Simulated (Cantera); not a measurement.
Feed: 1 mol CCl₄, equilibrated at 750 Torr.

Method: chemical equilibrium by Gibbs-energy minimisation in Cantera with the NASA 1993 tables (ideal gas, pure condensed phases). Candidate condensed phases: C; 14 gas species. Rates play no part.

Task: What share of the C ends up in condensed phases as a function of T (°C), at 1900, 2100, 2300, 2500, 2700, 2900, 3100?

Result: 
```tsv
T (°C)	C condensed (%)	as
1900	99.7	C(graphite)
2100	99.5	C(graphite)
2300	99.5	C(graphite)
2500	99.5	C(graphite)
2700	99.2	C(graphite)
2900	97.1	C(graphite)
3100	84.2	C(graphite)
```
